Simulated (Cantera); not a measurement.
Input (Python, Cantera):

```python
import numpy as np
import cantera as ct

gas = ct.Solution("gri30.yaml")
gas.TPX = 1475, 8200, {'CH4': 1, 'N2': 5.5}
reactor = ct.IdealGasConstPressureReactor(gas, energy="off", clone=False)
net = ct.ReactorNet([reactor])
net.rtol, net.atol = 1e-08, 1e-18
show = ['CH4', 'C2H6', 'H', 'CH2', 'H2', 'C2H4', 'C2H']
times = np.geomspace(1e-06, 7, 10)

steps = ct.SolutionArray(gas, extra=["t"])
rows = []
print(f"{'t/s':>10s}{'T/K':>9s}{'P/Pa':>11s}" + "".join(f"{s:>11s}" for s in show))
for t in times:
    while net.time < t:
        t_next = net.step()
        steps.append(gas.state, t=t_next)
    rows.append([np.interp(t, steps.t, y) for y in (steps.T, steps.P, *steps(*show).X.T)])
    print(f"{t:10.3e}{rows[-1][0]:9.1f}{rows[-1][1]:11.4g}" + "".join(f"{x:11.3e}" for x in rows[-1][2:]))
rate = np.gradient(steps.T, steps.t)
print("integrator steps:", len(steps.t))
if steps.T.max() > steps.T[0] + 200:
    print(f"time of steepest temperature rise: {steps.t[rate.argmax()]:.4e} s")
gas.TPX = 1475, 8200, {'CH4': 1, 'N2': 5.5}
gas.equilibrate("TP")
print(f"equilibrium (TP): T = {gas.T:.1f} K  " + "  ".join(f"{s} {gas[s].X[0]:.3e}" for s in show))
```

Result:

```
       t/s      T/K       P/Pa        CH4       C2H6          H        CH2         H2       C2H4        C2H
 1.000e-06   1475.0       8200  1.538e-01  1.438e-18  2.639e-09  1.638e-18  3.132e-10  2.046e-19  1.205e-36
 5.762e-06   1475.0       8200  1.538e-01  4.365e-16  9.451e-09  3.051e-16  7.557e-09  3.131e-17  1.636e-32
 3.320e-05   1475.0       8200  1.538e-01  1.477e-13  1.290e-08  1.780e-14  8.510e-08  3.199e-14  6.408e-28
 1.913e-04   1475.0       8200  1.538e-01  3.335e-11  1.291e-08  4.131e-13  5.518e-07  1.588e-11  1.377e-23
 1.102e-03   1475.0       8200  1.538e-01  6.412e-09  1.301e-08  1.143e-11  3.248e-06  3.782e-09  1.269e-19
 6.351e-03   1475.0       8200  1.538e-01  9.856e-07  1.594e-08  3.255e-10  2.014e-05  6.982e-07  8.531e-16
 3.659e-02   1475.0       8200  1.535e-01  4.216e-05  6.035e-08  4.043e-09  2.445e-04  6.583e-05  9.113e-13
 2.108e-01   1475.0       8200  1.478e-01  2.010e-04  6.828e-07  1.551e-08  5.951e-03  1.677e-03  1.396e-10
 1.215e+00   1475.0       8200  1.187e-01  8.524e-05  3.211e-06  9.019e-09  4.426e-02  1.413e-03  1.605e-09
 7.000e+00   1475.0       8200  6.084e-02  1.788e-05  8.174e-06  4.373e-09  1.205e-01  4.017e-04  4.350e-09
integrator steps: 1012
equilibrium (TP): T = 1475.0 K  CH4 1.407e-03  C2H6 3.067e-08  H 2.029e-05  CH2 2.391e-10  H2 1.980e-01  C2H4 1.803e-04  C2H 5.034e-09
```

Cantera simulation using GRI-Mech 3.0 (53 species, 325 reactions); the numbers are that mechanism's predictions, not measurements. GRI-Mech 3.0 stops at C3 and has no aromatics, soot or wall deposition, so with more carbon than oxygen in the feed, carbon stays in small species such as C2H2 where larger ones or solid carbon would form.
